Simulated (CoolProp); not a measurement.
Vapour-liquid equilibrium of diethyl ether (1) + benzene (2) at 340.6 K; x and y are mole fractions of (1).

Values from CoolProp's multi-fluid Helmholtz-energy mixture model, Thol 2014 and Thol 2012; pair parameters Bell 2016.

| x | bubble pressure (MPa) | y at the bubble point | dew pressure at overall composition x (MPa) | liquid density (mol/L) |
|---|---|---|---|---|
| 0.05 | 0.07819 | 0.175 | 0.07027 | 10.51 |
| 0.2 | 0.1100 | 0.498 | 0.07995 | 10.25 |
| 0.35 | 0.1419 | 0.678 | 0.09269 | 9.995 |
| 0.5 | 0.1742 | 0.795 | 0.1102 | 9.738 |
| 0.65 | 0.2071 | 0.877 | 0.1357 | 9.477 |
| 0.8 | 0.2408 | 0.938 | 0.1760 | 9.211 |
| 0.95 | 0.2754 | 0.986 | 0.2485 | 8.937 |

No azeotrope shows between x = 0.05 and 0.95.

Pair parameters are fitted to limited data, so mixtures are less certain than the pure fluids.
